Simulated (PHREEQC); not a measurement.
PHREEQC input (ion-association model, phreeqc.dat):

```
SOLUTION 0
  temp 25
  units mmol/kgw
  pH 7 charge
  Cl 6.41
  Ca 3.2
  S(6) 2.9
  Zn 2.9
  O(0) 1 O2(g) -0.68
SOLUTION 1-40
  temp 25
  units mmol/kgw
  pH 7 charge
  Cl 2.21
  Cd 1.1
  S(6) 3.1
  Zn 3.1
  O(0) 1 O2(g) -0.68
END
EXCHANGE 1-40
  X 0.031
  -equilibrate 1
END
SELECTED_OUTPUT 1
  -reset false
  -pH true
  -pe true
  -ionic_strength true
  -water true
  -step true
  -totals Ca Cd Cl S Zn S(-2) S(6)
  -molalities ZnX2 CaX2 CdX2
  -saturation_indices Gypsum Zn(OH)2(e) Cd(OH)2
PRINT
  -reset false
TRANSPORT
  -cells 40
  -shifts 320
  -lengths 0.025
  -time_step 60
  -dispersivities 0.08
  -boundary_conditions flux flux
  -correct_disp true
  -punch_cells 40
  -punch_frequency 10
END
```

Selected output (columns that matter, 18 of 33 rows; pore volumes added in front):

```
pore volumes	pH	mu	Ca	Cd	Cl	S	Zn	m_ZnX2	m_CaX2	m_CdX2	si_Gypsum	si_Zn(OH)2(e)	si_Cd(OH)2
0	5.0901	0.012342	0	0.0011	0.00221	0.0031	0.0031	0.011827	0	0.003673	-1000	-4.11	-6.7726
0.5125	5.0895	0.012595	1.2569e-12	0.0011356	0.0024485	0.0030886	0.0031722	0.011827	4.9275e-12	0.0036731	-10.414	-4.1018	-6.7645
1.0125	5.0838	0.014976	6.2641e-07	0.0014829	0.0046786	0.0029824	0.0038332	0.011826	2.0266e-06	0.0036715	-4.7695	-4.0361	-6.6995
1.5125	5.0808	0.016402	4.1635e-05	0.0016382	0.0059837	0.0029203	0.0042273	0.011846	0.00012221	0.0035315	-2.976	-4.0031	-6.6844
2.0125	5.0804	0.016885	0.0002636	0.0014673	0.0063238	0.0029041	0.0043301	0.011731	0.0007478	0.0030215	-2.182	-3.995	-6.7399
2.2625	5.0807	0.017027	0.0004617	0.0013102	0.0063725	0.0029018	0.0043111	0.011545	0.0012948	0.0026602	-1.9395	-3.9969	-6.7902
2.7625	5.0819	0.017266	0.00097214	0.0009589	0.0064031	0.0029003	0.0041658	0.010928	0.0026709	0.0019009	-1.6163	-4.0107	-6.9261
3.2625	5.0835	0.017466	0.0015176	0.00064522	0.0064088	0.0029001	0.0039366	0.010148	0.0040978	0.0012541	-1.4222	-4.0333	-7.0973
3.7625	5.085	0.017622	0.0019969	0.00041039	0.0064098	0.0029	0.0036926	0.0093928	0.0053214	0.00078585	-1.3021	-4.0591	-7.2925
4.2625	5.0862	0.017733	0.0023714	0.0002516	0.00641	0.0029	0.003477	0.008762	0.0062612	0.0004768	-1.2267	-4.0835	-7.5037
4.7625	5.0872	0.017807	0.0026436	0.00015062	0.00641	0.0029	0.0033057	0.0082791	0.0069374	0.00028348	-1.1789	-4.104	-7.7255
5.2625	5.0879	0.017856	0.0028327	8.8776e-05	0.00641	0.0029	0.0031785	0.0079289	0.0074047	0.00016636	-1.1484	-4.12	-7.9542
5.7625	5.0883	0.017886	0.0029604	5.1794e-05	0.00641	0.0029	0.0030878	0.0076838	0.0077195	9.6795e-05	-1.1289	-4.1318	-8.1876
6.0125	5.0885	0.017897	0.003007	3.9453e-05	0.00641	0.0029	0.0030535	0.0075918	0.0078345	7.3663e-05	-1.122	-4.1364	-8.3055
6.5125	5.0888	0.017912	0.0030755	2.2802e-05	0.00641	0.0029	0.0030017	0.0074541	0.0080034	4.2518e-05	-1.1121	-4.1434	-8.5432
7.0125	5.089	0.017921	0.00312	1.3127e-05	0.00641	0.0029	0.0029669	0.0073621	0.0081134	2.4458e-05	-1.1057	-4.1482	-8.7828
7.5125	5.0891	0.017927	0.0031488	7.5365e-06	0.00641	0.0029	0.0029437	0.0073013	0.0081847	1.4035e-05	-1.1016	-4.1514	-9.0236
8.0125	5.0892	0.017931	0.0031673	4.3185e-06	0.00641	0.0029	0.0029284	0.0072614	0.0082306	8.0398e-06	-1.099	-4.1536	-9.2653
```
